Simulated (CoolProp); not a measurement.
Computed with CoolProp (reference Helmholtz-energy equation of state, Lemmon 2003). It is a pseudo-pure fit of the blend.

Question: For R404A, give the phase and the speed of sound (m/s) at 336.3 K and 0.56 bar; 336.3 K and 0.996 bar; 336.3 K and 9.96 bar.

Answer: 
- 336.3 K and 0.56 bar: gas; speed of sound 177
- 336.3 K and 0.996 bar: gas; speed of sound 176
- 336.3 K and 9.96 bar: gas; speed of sound 161
